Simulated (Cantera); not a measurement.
Charge: 1 mol SiH4, 1.3 mol NH3, 61 mol H2, 18 mol N2, held at 1273.15 K and 61.5 Torr.

Method: chemical equilibrium by Gibbs-energy minimisation in Cantera with the NASA 1993 tables (ideal gas, pure condensed phases). Candidate condensed phases: Si, Si3N4; 18 gas species. Kinetics and transport are ignored.

### Question
What is the equilibrium state?

### Answer
```
Quantity                             Result
--------------------------------  ---------
x(H2)                                 0.783
x(N2)                                 0.217
x(NH3)                              3.66e-6
x(H)                                2.21e-6
n(Si3N4(s))                       0.333 mol
gas amount                        82.93 mol
log10 activity of Si(s) (absent)      -3.24
```
